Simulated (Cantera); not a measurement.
## Thermodynamics of fluorocarbon and chlorocarbon gases, feed CH2F2 + HCl + H2

Input: 1 mol CH2F2, 1.8 mol HCl, 1.5 mol H2, equilibrated at 2950 °C.

Cantera equilibrium calculation (NASA polynomials, part measured and part estimated; ideal gas, pure solids and liquids). Candidate condensed phases: C, C6H6, C7H8, C8H18; 118 gas species. The tables' values for CCl are old estimates; treat these amounts as uncertain. The numbers say what is thermodynamically allowed, not how fast it happens.

```tsv
P (Pa)	log p H	log p HF	log p HCl	log p H2	log p Cl	log p F	log p C	log p C3	log p C2H2 (acetylene)	n C(graphite)
1	-5.23	-7.90	-9.82	-9.42	-5.81	-5.77	-6.07	-10.43	-15.62	0
5.20	-4.52	-6.48	-8.39	-7.99	-5.09	-5.06	-5.36	-8.30	-12.77	0
27	-3.81	-5.11	-6.95	-6.56	-4.36	-4.40	-4.69	-6.31	-10.01	0
140	-3.11	-3.88	-5.50	-5.17	-3.61	-3.86	-4.19	-4.80	-7.61	0
720	-2.43	-2.89	-4.09	-3.82	-2.87	-3.55	-3.85	-3.78	-5.59	0
3700	-1.82	-2.06	-2.78	-2.59	-2.18	-3.34	-3.58	-2.98	-3.82	0
19000	-1.31	-1.26	-1.65	-1.57	-1.56	-3.05	-3.44	-2.55	-2.51	0.286
100000	-0.87	-0.48	-0.69	-0.69	-1.04	-2.70	-3.44	-2.55	-1.64	0.579
```
log p: log10 of the partial pressure in bar; n: condensed amount in mol.

From 1.00 Pa to 37.0 mbar nothing is condensed. From 0.190 bar to 1.00 bar the condensed part is C(graphite). The main C-bearing gas is C at 1.00 Pa and C2H2 (acetylene) at 1.00 bar.
